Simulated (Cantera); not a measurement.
# Adiabatic ignition

An adiabatic, constant-pressure homogeneous reactor starts with 10.8 % CH₄, 5.93 % H₂, 17.5 % O₂, 65.8 % N₂, at 1650 K and 4.93 atm.

Model: GRI-Mech 3.0 (53 species, 325 reactions), integrated in Cantera.

```tsv
t (s)	T (K)	x CH₄	x H₂	x O₂	x HO₂	x CH₂O	x HCO
2.00e-6	1650	0.108	0.0593	0.175	6.90e-6	1.39e-6	7.91e-11
8.29e-6	1651	0.107	0.0590	0.174	2.59e-5	9.85e-5	4.16e-8
3.44e-5	2779	<1e-12	0.0669	0.00453	4.65e-6	7.71e-9	6.89e-7
0.000143	2935	2.00e-12	0.0657	0.00194	2.24e-6	9.80e-9	4.48e-7
0.000591	2928	2.14e-12	0.0666	0.00178	2.07e-6	9.96e-9	4.47e-7
0.00245	2927	2.15e-12	0.0666	0.00178	2.06e-6	9.97e-9	4.47e-7
0.0102	2927	2.15e-12	0.0666	0.00178	2.06e-6	9.97e-9	4.47e-7
0.0421	2927	2.15e-12	0.0666	0.00178	2.06e-6	9.97e-9	4.47e-7
0.175	2927	2.15e-12	0.0666	0.00178	2.06e-6	9.97e-9	4.47e-7
0.724	2927	2.15e-12	0.0666	0.00178	2.06e-6	9.97e-9	4.47e-7
3.00	2927	2.15e-12	0.0666	0.00178	2.06e-6	9.97e-9	4.47e-7
```
x: mole fraction; the columns are a selection and need not sum to one.

```
Item                                                                  Result
---------------------------------  -----------------------------------------
time of steepest temperature rise                                    31.1 µs
temperature at 3.00 s                                                 2927 K
equilibrium temperature                                               2927 K
x(CH₄) at 3.00 s                   2.15e-12 (gas-phase equilibrium 2.53e-12)
x(H₂) at 3.00 s                        0.0666 (gas-phase equilibrium 0.0666)
x(O₂) at 3.00 s                      0.00178 (gas-phase equilibrium 0.00178)
```
